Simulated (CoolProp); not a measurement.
Vapour pressure (MPa) of sulfur dioxide: the reference equation beside estimates from Tc = 157.5 °C, pc = 7.887 MPa, ω = 0.256. Clausius-Clapeyron is anchored at -66.25 °C with a constant enthalpy of vaporisation of 27.98 kJ/mol.

The numbers come from the reference Helmholtz-energy equation of state, Gao 2016 in CoolProp.

```
T (°C)  reference  Clausius-Clapeyron  Redlich-Kwong  Soave-Redlich-Kwong
------  ---------  ------------------  -------------  -------------------
-66.25   0.003580            0.003580        0.01007             0.003532
-49.25    0.01213             0.01231        0.03013              0.01196
-32.25    0.03364             0.03554        0.07435              0.03321
-15.25    0.07974             0.08924         0.1583              0.07894
1.65       0.1663              0.1991         0.2998               0.1652
18.65      0.3154              0.4062         0.5208               0.3146
35.65      0.5522              0.7664         0.8424               0.5528
52.65      0.9054               1.353          1.286               0.9097
69.55       1.403               2.252          1.868                1.415
```

Absolute difference from the reference over all 9 rows, mean and median: Clausius-Clapeyron 24.0 and 19.7 %, Redlich-Kwong 91.4 and 80.3 %, Soave-Redlich-Kwong 0.8 and 0.9 %.
